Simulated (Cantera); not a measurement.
Input (Python, Cantera) and output of one run.

```python
import numpy as np
import cantera as ct

gas_names = """
    C CH CH2 CH3 CH2OH CH3O CH4 CH3OH CO CO2 COOH C2 C2H CHCO,ketyl C2H2,acetylene C2H2,vinylidene
    CH2CO,ketene C2H3,vinyl CH3CO,acetyl C2H4 C2H4O,ethylen CH3CHO,ethanal CH3COOH (HCOOH)2 C2H5 C2H6
    CH3OCH3 C2H5OH C2O C3 C3H3,propargyl C3H4,allene C3H4,propyne C3H4,cyclo- C3H5,allyl C3H6,propylene
    C3H6,cyclo- C3H6O C3H7,n-propyl C3H7,i-propyl C3H8 C3H8O,1propanol C3H8O,2propanol C3O2 C4 C4H2
    C4H4,1,3-cyclo- C4H6,butadiene C4H6,2-butyne C4H6,cyclo- C4H8,1-butene C4H8,cis2-buten
    C4H8,tr2-butene C4H8,isobutene C4H8,cyclo- (CH3COOH)2 C4H9,n-butyl C4H9,i-butyl C4H9,s-butyl
    C4H9,t-butyl C4H10,isobutane C4H10,n-butane C5 C5H6,1,3cyclo- C5H8,cyclo- C5H10,1-pentene
    C5H10,cyclo- C5H11,pentyl C5H11,t-pentyl C5H12,n-pentane C5H12,i-pentane CH3C(CH3)2CH3 C6H2
    C6H5,phenyl C6H5O,phenoxy C6H6 C6H5OH,phenol C6H10,cyclo- C6H12,1-hexene C6H12,cyclo- C6H13,n-hexyl
    C7H7,benzyl C7H8 C7H8O,cresol C7H14,1-heptene C7H15,n-heptyl C7H16,n-heptane C8H8,styrene
    C8H10,ethylbenz C8H16,1-octene C8H17,n-octyl C8H18,isooctane C8H18,n-octane C9H19,n-nonyl
    C10H8,naphthale C10H21,n-decyl C12H9,o-bipheny C12H10,bipheny Cu CuO Cu2 H HCO HO2 H2
    HCHO,formaldehy HCOOH H2O H2O2 O OH O2 O3
""".split()
cond_names = """
    C(gr) C6H6(L) C7H8(L) C8H18(L),n-octa Cu(cr) Cu(L) CuO(s) CuO2H2(s) Cu2O(s) Cu2O(L) H2O(s) H2O(L)
""".split()


def load(file, names, dense=False):
    # The tables refer to 1 bar. Condensed volumes are neglected.
    table = {s.name: s for s in ct.Species.list_from_file(file)}
    out = []
    for n in names:
        d = dict(table[n].input_data)
        d["thermo"] = dict(d["thermo"], **{"reference-pressure": 1e5})
        if dense:
            d["equation-of-state"] = {"model": "constant-volume", "density": "1e6 g/cm^3"}
        out.append(ct.Species.from_dict(d))
    return out


gas = ct.Solution(thermo="ideal-gas", species=load("nasa_gas.yaml", gas_names))
cond = {s.name: ct.Solution(thermo="fixed-stoichiometry", species=[s], name=s.name)
        for s in load("nasa_condensed.yaml", cond_names, dense=True)}
atoms = {
    'Cu': {'Cu': 1},
    'CO2': {'C': 1, 'O': 2},
    'H2': {'H': 2},
}
top_T = {'C(gr)': 4500, 'CuO(s)': 1390}  # K; cautious upper limits of use, not melting points


def equilibrate(T, P, feed):
    n = {}
    for name, mol in feed.items():
        for a, k in atoms[name].items():
            n[a] = n.get(a, 0.0) + k * mol
    gas.TPX = T, P, n
    mass = sum(n.values()) * gas.mean_molecular_weight
    gas.equilibrate("TP")
    valid = [c for c in cond.values() if c.min_temp <= T <= top_T.get(c.name, c.max_temp)]
    mix = ct.Mixture([(gas, mass / gas.mean_molecular_weight)] + [(c, 0.0) for c in valid])
    mix.T, mix.P = T, P
    mix.equilibrate("TP", solver="vcs", rtol=1e-11, max_steps=5000)
    return mix


results = []
T = 1648  # K
P = 690  # Pa
for m in [32, 40, 51, 64, 81, 100, 130, 160]:
    feed = {'Cu': 1, 'CO2': 2.8, 'H2': m}  # mol
    mix = equilibrate(T, P, feed)
    results.append((T, P, feed, dict(zip(mix.species_names, mix.species_moles))))

top = {s: max(r[3][s] / sum(r[3][g] for g in gas_names) for r in results) for s in gas_names}
cols = sorted((s for s in top if top[s] > 0.0001), key=lambda s: -top[s])[:9]
seen = [c for c in cond_names if any(r[3].get(c, 0) > 1e-12 for r in results)]
print("log10 of partial pressures in bar; condensed amounts in mol")
print(f"{'n(H2)':>10s}" + "".join(f"{s[:9]:>10s}" for s in cols + seen))
for T, P, feed, n in results:
    ng = sum(n[g] for g in gas_names)
    print(f"{feed['H2']:10.4g}" + "".join(f"{np.log10(max(n[s] / ng * P / 1e5, 1e-99)):10.3f}" for s in cols)
          + "".join(f"{n.get(c, 0):10.4g}" for c in seen))
```

It prints:

```
log10 of partial pressures in bar; condensed amounts in mol
     n(H2)        H2        CO       H2O        Cu       CO2         H     Cu(L)
        32    -2.242    -3.273    -3.273    -4.102    -4.811    -5.171    0.5961
        40    -2.227    -3.361    -3.361    -4.102    -5.000    -5.164    0.5032
        51    -2.214    -3.458    -3.458    -4.102    -5.207    -5.157    0.3755
        64    -2.204    -3.550    -3.550    -4.102    -5.402    -5.153    0.2246
        81    -2.196    -3.647    -3.647    -4.102    -5.604    -5.149   0.02728
       100    -2.190    -3.734    -3.734    -4.178    -5.784    -5.145         0
       130    -2.184    -3.844    -3.844    -4.288    -6.009    -5.142         0
       160    -2.179    -3.931    -3.931    -4.376    -6.188    -5.140         0
```

Method: chemical equilibrium by Gibbs-energy minimisation in Cantera with the NASA 1993 tables (ideal gas, pure condensed phases).
